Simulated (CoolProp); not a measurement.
Properties of isobutane along the isobar 2.59 MPa (Tc = 407.8 K, pc = 3.629 MPa, ω = 0.184).

Values from CoolProp's reference Helmholtz-energy equation of state, Bücker 2006.

| T (K) | phase | speed of sound (m/s) | conductivity (mW/(m K)) | Prandtl number |
|---|---|---|---|---|
| 325.5 | liquid | 699.7 | 81.7 | 3.78 |
| 341.9 | liquid | 606.4 | 76.6 | 3.61 |
| 358.3 | liquid | 507.3 | 71.7 | 3.46 |
| 374.7 | liquid | 395.6 | 67.0 | 3.36 |
| 391.1 | gas | 154.6 | 34.7 | 1.23 |
| 407.4 | gas | 179.6 | 34.4 | 0.986 |
| 423.8 | gas | 196.5 | 35.8 | 0.903 |
| 440.2 | gas | 209.9 | 37.6 | 0.858 |
| 456.6 | gas | 221.2 | 39.8 | 0.829 |
| 473 | gas | 231.0 | 42.1 | 0.807 |
| 489.4 | gas | 239.9 | 44.6 | 0.791 |
| 505.8 | gas | 248.0 | 47.1 | 0.777 |
| 522.1 | gas | 255.4 | 49.8 | 0.765 |
| 538.5 | gas | 262.4 | 52.5 | 0.755 |

Viscosity comes from a separate model (Vogel 2000). Thermal conductivity comes from a separate model (Perkins 2002).
